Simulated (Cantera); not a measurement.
Mixture: CO : H2 : CH4 : O2 : N2 = 1 : 0.062 : 0.79 : 1.01 : 3.78 (molar parts), equivalence ratio 2.1, at 32000 Pa, adiabatic and at constant pressure. Ignition delay is the time to a rise of 400 K.

Cantera simulation using GRI-Mech 3.0 (53 species, 325 reactions); the numbers are that mechanism's predictions, not measurements. Below about 1000 K GRI-Mech 3.0 lacks low-temperature oxidation paths. Below about 950 K walls govern HO2 and H2O2 in real vessels.

Task: Predict: delay at 925 K; delay at 975 K; delay at 1025 K; delay at 1075 K; delay at 1125 K; delay at 1175 K; delay at 1225 K; apparent activation energy between 1125 and 1225 K.

Result: 
| Property | Result |
|---|---|
| delay at 925 K | 5.68 s |
| delay at 975 K | 2.78 s |
| delay at 1025 K | 1.31 s |
| delay at 1075 K | 0.612 s |
| delay at 1125 K | 0.289 s |
| delay at 1175 K | 0.138 s |
| delay at 1225 K | 68.1 ms |
| apparent activation energy between 1125 and 1225 K | 170 kJ/mol |
